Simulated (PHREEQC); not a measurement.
Nickel, zinc or cadmium bath: speciation

Consider water at 25 °C with 35 mmol/kgw ZnSO4, 5.2 mmol/kgw NaCl and 12 mmol/kgw FeSO4. Closed to the air; pH follows from the charge balance.

Equilibrium calculation in PHREEQC: ion-association model, phreeqc.dat.

```yaml
pH: 5.65
ionic_strength: 0.111 mol/kgw
density: 1.005 g/cm³
```

```json
[
 {"species": "SO4-2", "molality": "0.0237", "activity": "0.00854", "log γ": "-0.444"},
 {"species": "Zn+2", "molality": "0.0189", "activity": "0.00686", "log γ": "-0.439"},
 {"species": "ZnSO4", "molality": "0.0134", "activity": "0.0138", "log γ": "0.011"},
 {"species": "Fe+2", "molality": "0.00760", "activity": "0.00296", "log γ": "-0.410"},
 {"species": "Cl-", "molality": "0.00509", "activity": "0.00386", "log γ": "-0.120"},
 {"species": "Na+", "molality": "0.00499", "activity": "0.00389", "log γ": "-0.108"},
 {"species": "FeSO4", "molality": "0.00438", "activity": "0.00449", "log γ": "0.011"},
 {"species": "Zn(SO4)2-2", "molality": "0.00264", "activity": "0.000955", "log γ": "-0.442"},
 {"species": "NaSO4-", "molality": "0.000213", "activity": "0.000166", "log γ": "-0.107"},
 {"species": "ZnCl+", "molality": "9.36e-5", "activity": "7.13e-5", "log γ": "-0.118"},
 {"species": "FeCl+", "molality": "2.03e-5", "activity": "1.57e-5", "log γ": "-0.110"},
 {"species": "ZnOH+", "molality": "4.30e-6", "activity": "3.33e-6", "log γ": "-0.110"},
 {"species": "H+", "molality": "2.75e-6", "activity": "2.26e-6", "log γ": "-0.086"}
]
```

No solid was allowed to form.
